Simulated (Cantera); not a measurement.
A closed system holds: 1 mol (CH3)2SiCl2, 0.25 mol C2H2, 130 mol H2, at 1750 K and 35.3 Torr.

Equilibrium computed with Cantera from the NASA thermochemical tables; the gas is ideal and each condensed phase is pure. Candidate condensed phases: C, C6H6, C7H8, C8H18, Si, SiC; 109 gas species. The feed counts by its element totals alone. Equilibrium is a limit: real reactors are often held back by kinetics, nucleation or transport.

Base state: H2 0.984, HCl 0.0148, H 0.00106, C2H2 (acetylene) 0.000113, CH4 4.16e-5, SiCl2 1.42e-5, Cl 1.24e-5 (mole fractions); condensed: C(graphite) + SiC(s).

### Question
What changes in the equilibrium state with this change: temperature from 1750 K to 950 K?

### Answer
| species | before | after |
|---|---|---|
| H2 | 0.984 | 0.978 |
| HCl | 0.0148 | 0.0149 |
| CH4 | 4.16e-5 | 0.00753 |
| H | 0.00106 | 2.54e-9 |
| SiCl4 | <1e-9 | 1.67e-5 |
| C2H2 (acetylene) | 0.000113 | <1e-9 |
| Cl | 1.24e-5 | <1e-9 |
| SiCl2 | 1.42e-5 | 8.55e-8 |
| C(graphite), mol | 1.47 | 0.500 |
| SiC(s), mol | 0.998 | 0.997 |

### Question
What changes in the equilibrium state with this change: temperature from 1750 K to 1698.15 K?

### Answer
| species | before | after |
|---|---|---|
| H2 | 0.984 | 0.984 |
| HCl | 0.0148 | 0.0149 |
| H | 0.00106 | 0.000663 |
| C2H2 (acetylene) | 0.000113 | 7.10e-5 |
| SiCl2 | 1.42e-5 | 1.18e-5 |
| Cl | 1.24e-5 | 7.78e-6 |
| CH4 | 4.16e-5 | 5.02e-5 |
| C(graphite), mol | 1.47 | 1.48 |
| SiC(s), mol | 0.998 | 0.998 |

### Question
What changes in the equilibrium state with this change: temperature from 1750 K to 2348.15 K?

### Answer
```
species             before     after
----------------  --------  --------
H2                   0.984     0.919
H                  0.00106    0.0547
HCl                 0.0148    0.0136
C2H2 (acetylene)  0.000113   0.00503
Si                 6.08e-7   0.00487
SiC2               6.56e-9  0.000792
Si2C               4.91e-9  0.000453
Si2                  <1e-9   1.66e-5
C2H                  <1e-9   1.52e-5
C(graphite), mol      1.47     0.805
SiC(s), mol          0.998         0
```
The tables' values for SiCl are old estimates; treat these amounts as uncertain. Gases not in the tables: Si2H6 and higher silanes.
